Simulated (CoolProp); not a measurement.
Vapour-liquid equilibrium of acetone (1) + benzene (2) at 369.1 K; x and y are mole fractions of (1).

Computed with CoolProp (multi-fluid Helmholtz-energy mixture model, Lemmon 2006 and Thol 2012; pair parameters Bell 2016).

Problem. Give the bubble pressure and the first vapour's composition at x = 0.65, 0.8, 0.875. Is there an azeotrope?

Solution. x = 0.65: 288.0 kPa, y = 0.767; x = 0.8: 309.0 kPa, y = 0.868; x = 0.875: 319.0 kPa, y = 0.917. No azeotrope shows between x = 0.05 and 0.95.

Pair parameters are fitted to limited data, so mixtures are less certain than the pure fluids.
